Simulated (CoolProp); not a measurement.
Model: reference Helmholtz-energy equation of state, Lemmon 2013, in CoolProp.

Problem. For propylene, give the phase and the cp (kJ/(kg K)), Prandtl number at 259.15 °C and 0.239 MPa; -124.55 °C and 0.0624 MPa.

Solution. 
- 259.15 °C and 0.239 MPa: gas; cp 2.37, Prandtl number 0.743
- -124.55 °C and 0.0624 MPa: liquid; cp 2.06, Prandtl number 7.50

Viscosity comes from a separate model (Huber 2003), an estimate that may be off by 10 % or more. Thermal conductivity comes from a separate model (Huber 2003), an estimate that may be off by 10 % or more.
